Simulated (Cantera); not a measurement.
Cantera run:

```python
import numpy as np
import cantera as ct

gas_names = """
    N2 OH NO2
""".split()
cond_names = """
    SrO(s) SrO(L) SrO2H2(s) SrO2H2(L)
""".split()


# ... load() reads the species with a 1 bar reference pressure and builds the phases ...
species = {s.name: s for s in load("nasa_gas.yaml", gas_names) + load("nasa_condensed.yaml", cond_names)}
# Each term lists the table entries of one substance; the one whose range holds T is used.
reactions = {
    'N2(g) + 4 SrO + 8 OH(g) = 2 NO2(g) + 4 Sr(OH)2':
        [(-1, ['N2']), (-4, ['SrO(s)', 'SrO(L)']), (-8, ['OH']), (2, ['NO2']), (4, ['SrO2H2(s)', 'SrO2H2(L)'])],
}


def pick(names, T):
    return next(species[n] for n in names if species[n].thermo.min_temp <= T <= species[n].thermo.max_temp)


results = []
for label, terms in reactions.items():
    print(label)
    print("     T/K   dH/kJ  dS/(J/K)   dG/kJ   log10 K")
    for T in [1175, 1375, 1575, 1775, 1975, 2175, 2375, 2575, 2775]:
        used = [(nu, pick(names, T)) for nu, names in terms]
        dH = sum(nu * s.thermo.h(T) for nu, s in used) / 1e6
        dS = sum(nu * s.thermo.s(T) for nu, s in used) / 1e3
        dG = dH - T * dS / 1e3
        logK = -dG * 1e6 / (ct.gas_constant * T * np.log(10))
        results.append((label, T, dH, dS, dG, logK, [s.name for _, s in used]))
        print(f"{T:8g} {dH:8.1f} {dS:8.1f} {dG:8.1f} {logK:8.2f}")
```

It prints:

```
N2(g) + 4 SrO + 8 OH(g) = 2 NO2(g) + 4 Sr(OH)2
     T/K   dH/kJ  dS/(J/K)   dG/kJ   log10 K
    1175  -1554.6   -785.2   -632.0    28.10
    1375  -1511.0   -750.9   -478.6    18.18
    1575  -1469.7   -722.8   -331.3    10.99
    1775  -1430.4   -699.3   -189.1     5.57
    1975  -1393.1   -679.4    -51.3     1.36
    2175  -1357.6   -662.2     82.8    -1.99
    2375  -1323.8   -647.4    213.7    -4.70
    2575  -1291.7   -634.4    341.9    -6.94
    2775  -1261.2   -623.0    467.6    -8.80
```

Source: NASA polynomial tables (part measured, part estimated), evaluated in Cantera. Condensed species are held in their standard states even where they would react or evaporate.
